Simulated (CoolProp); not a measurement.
A single-stage vapour-compression cycle with R124: evaporating at 301.15 K (dew point), condensing at 334.15 K (bubble point), superheat 8 K, subcooling 8 K, compressor efficiency 0.6, no pressure losses. Each further row changes one setting.

The numbers come from the reference Helmholtz-energy equation of state, de Vries 1995 in CoolProp.

```json
[
 {"case": "as stated", "cooling COP": "4.89", "pressure ratio": "2.44", "discharge temperature (K)": "349.6", "refrigerating effect (kJ/kg)": "122", "volumetric capacity (kJ/m³)": "3030"},
 {"case": "evaporating temperature 306.15 K", "cooling COP": "5.99", "pressure ratio": "2.10", "discharge temperature (K)": "348.2", "refrigerating effect (kJ/kg)": "?", "volumetric capacity (kJ/m³)": "?"},
 {"case": "condensing temperature 329.15 K", "cooling COP": "5.94", "pressure ratio": "2.15", "discharge temperature (K)": "343.8", "refrigerating effect (kJ/kg)": "128", "volumetric capacity (kJ/m³)": "3180"},
 {"case": "subcooling 13 K", "cooling COP": "5.13", "pressure ratio": "2.44", "discharge temperature (K)": "349.6", "refrigerating effect (kJ/kg)": "128", "volumetric capacity (kJ/m³)": "3180"},
 {"case": "superheat 18 K", "cooling COP": "?", "pressure ratio": "2.44", "discharge temperature (K)": "359.8", "refrigerating effect (kJ/kg)": "130", "volumetric capacity (kJ/m³)": "3090"},
 {"case": "compressor efficiency 0.5", "cooling COP": "4.07", "pressure ratio": "2.44", "discharge temperature (K)": "?", "refrigerating effect (kJ/kg)": "122", "volumetric capacity (kJ/m³)": "3030"}
]
```

### Question
What belongs in the gaps?

### Answer

- evaporating temperature 306.15 K, refrigerating effect (kJ/kg): 125
- evaporating temperature 306.15 K, volumetric capacity (kJ/m³): 3580
- superheat 18 K, cooling COP: 4.96
- compressor efficiency 0.5, discharge temperature (K): 355.0
